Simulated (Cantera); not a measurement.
**Thermodynamics of calcination and drying, feed MgSO₄ + H₂ + CO₂**

A closed system holds: 1 mol MgSO₄, 1.3 mol H₂, 1.1 mol CO₂, at 798.15 K and 1.00 bar.

Cantera equilibrium calculation (NASA polynomials, part measured and part estimated; ideal gas, pure solids and liquids). Candidate condensed phases: C, C₆H₆, C₇H₈, C₈H₁₈, H₂O, H₂SO₄, Mg, MgCO₃, MgO, Mg(OH)₂, MgS, MgSO₄, S; 130 gas species. Gases not in the tables: S₃ to S₇. Kinetics and transport are ignored.

```yaml
x(H₂O): 0.394
x(CO₂): 0.361
x(SO₂): 0.194
x(H₂S): 0.0328
x(S₂): 0.0157
x(S₂O): 0.00128
x(COS): 0.000231
x(H₂): 0.000127
x(CO): 2.72e-5
n(MgO(s)): 0.795 mol
n(MgSO₄(s)): 0.205 mol
gas_amount: 3.042 mol
log10 activity of S(l) (absent): -0.57
log10 activity of MgCO₃(s) (absent): -1.78
log10 activity of C(graphite) (absent): -6.67
```
